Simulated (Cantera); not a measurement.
A Cantera script and its output.

```python
import numpy as np
import cantera as ct

gas = ct.Solution("gri30.yaml")
gas.TPX = 1400, 46000, {'H2': 1, 'O2': 0.575, 'N2': 2.16}
reactor = ct.IdealGasConstPressureReactor(gas, energy="on", clone=False)
net = ct.ReactorNet([reactor])
net.rtol, net.atol = 1e-08, 1e-16
show = ['H2', 'O2', 'NO', 'HO2', 'N2O', 'H2O2']
times = np.geomspace(1e-06, 0.8, 15)

steps = ct.SolutionArray(gas, extra=["t"])
rows = []
print(f"{'t/s':>10s}{'T/K':>9s}{'P/Pa':>11s}" + "".join(f"{s:>11s}" for s in show))
for t in times:
    while net.time < t:
        t_next = net.step()
        steps.append(gas.state, t=t_next)
    rows.append([np.interp(t, steps.t, y) for y in (steps.T, steps.P, *steps(*show).X.T)])
    print(f"{t:10.3e}{rows[-1][0]:9.1f}{rows[-1][1]:11.4g}" + "".join(f"{x:11.3e}" for x in rows[-1][2:]))
rate = np.gradient(steps.T, steps.t)
print("integrator steps:", len(steps.t))
if steps.T.max() > steps.T[0] + 200:
    print(f"time of steepest temperature rise: {steps.t[rate.argmax()]:.4e} s")
gas.TPX = 1400, 46000, {'H2': 1, 'O2': 0.575, 'N2': 2.16}
gas.equilibrate("HP")
print(f"equilibrium (HP): T = {gas.T:.1f} K  " + "  ".join(f"{s} {gas[s].X[0]:.3e}" for s in show))
```

It prints:

```
       t/s      T/K       P/Pa         H2         O2         NO        HO2        N2O       H2O2
 1.000e-06   1400.0    4.6e+04  2.677e-01  1.539e-01  5.234e-19  3.334e-08  2.196e-15  5.618e-11
 2.640e-06   1400.0    4.6e+04  2.677e-01  1.539e-01  8.565e-18  8.854e-08  1.120e-14  3.857e-10
 6.971e-06   1400.0    4.6e+04  2.677e-01  1.539e-01  1.848e-16  2.448e-07  9.062e-14  2.618e-09
 1.841e-05   1400.0    4.6e+04  2.676e-01  1.539e-01  1.131e-13  2.069e-06  4.890e-12  2.765e-08
 4.860e-05   1654.7    4.6e+04  4.736e-02  5.045e-02  5.588e-06  1.363e-05  2.970e-08  1.141e-06
 1.283e-04   2132.5    4.6e+04  4.862e-02  4.067e-02  5.157e-05  6.226e-06  4.088e-08  2.306e-07
 3.388e-04   2505.0    4.6e+04  4.149e-02  3.389e-02  2.530e-04  4.736e-06  9.703e-08  1.544e-07
 8.944e-04   2709.4    4.6e+04  3.384e-02  2.958e-02  1.524e-03  6.822e-06  2.715e-07  2.847e-07
 2.362e-03   2719.3    4.6e+04  3.352e-02  2.807e-02  4.914e-03  6.792e-06  3.034e-07  2.950e-07
 6.235e-03   2715.3    4.6e+04  3.389e-02  2.652e-02  9.128e-03  6.456e-06  3.373e-07  2.852e-07
 1.646e-02   2714.2    4.6e+04  3.399e-02  2.609e-02  1.030e-02  6.363e-06  3.506e-07  2.824e-07
 4.347e-02   2714.2    4.6e+04  3.400e-02  2.609e-02  1.032e-02  6.362e-06  3.508e-07  2.824e-07
 1.148e-01   2714.2    4.6e+04  3.400e-02  2.609e-02  1.032e-02  6.362e-06  3.508e-07  2.824e-07
 3.030e-01   2714.2    4.6e+04  3.400e-02  2.609e-02  1.032e-02  6.362e-06  3.508e-07  2.824e-07
 8.000e-01   2714.2    4.6e+04  3.400e-02  2.609e-02  1.032e-02  6.362e-06  3.508e-07  2.824e-07
integrator steps: 1319
time of steepest temperature rise: 4.0009e-05 s
equilibrium (HP): T = 2714.2 K  H2 3.400e-02  O2 2.609e-02  NO 1.032e-02  HO2 6.362e-06  N2O 3.508e-07  H2O2 2.824e-07
```

Cantera simulation using GRI-Mech 3.0 (53 species, 325 reactions); the numbers are that mechanism's predictions, not measurements.
